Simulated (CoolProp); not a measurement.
R142b at 293.15 K and 0.233 MPa is compressed adiabatically to 1.54 MPa with isentropic efficiency 0.9. Each further row changes one setting.

Model: reference Helmholtz-energy equation of state, Lemmon 2006, in CoolProp. It is a short technical equation, of lower accuracy than the large ones.

```csv
case,work (kJ/kg),final temperature (K),final density (kg/m³)
as stated,…,…,…
efficiency 1,…,…,…
efficiency 0.65,…,…,59.5
```

### Question
Some entries are withheld; supply them.

### Answer

- as stated, work (kJ/kg): 49.0
- as stated, final temperature (K): 369.3
- as stated, final density (kg/m³): 65.3
- efficiency 1, work (kJ/kg): 44.1
- efficiency 1, final temperature (K): 365.3
- efficiency 1, final density (kg/m³): 67.1
- efficiency 0.65, work (kJ/kg): 67.8
- efficiency 0.65, final temperature (K): 385.2
